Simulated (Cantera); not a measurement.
Mixture: 1.94 % C3H8, 20.5 % O2, 77.5 % N2, equivalence ratio 0.47, at 1.40 bar, adiabatic and at constant volume. Ignition delay is the time to a rise of 400 K.

Model: GRI-Mech 3.0 (53 species, 325 reactions), integrated in Cantera. GRI-Mech 3.0 was tuned for natural gas; its chemistry of propane as a main component is partial and can be far from experiment.

**Question.** Predict: delay at 1123 K; delay at 1223 K; delay at 1323 K; delay at 1423 K; delay at 1523 K; delay at 1623 K; delay at 1723 K; apparent activation energy between 1523 and 1723 K.

**Answer.** 
* **delay at 1123 K**: 23.8 ms
* **delay at 1223 K**: 2.90 ms
* **delay at 1323 K**: 0.493 ms
* **delay at 1423 K**: 0.124 ms
* **delay at 1523 K**: 44.3 µs
* **delay at 1623 K**: 21.0 µs
* **delay at 1723 K**: 12.1 µs
* **apparent activation energy between 1523 and 1723 K**: 140 kJ/mol
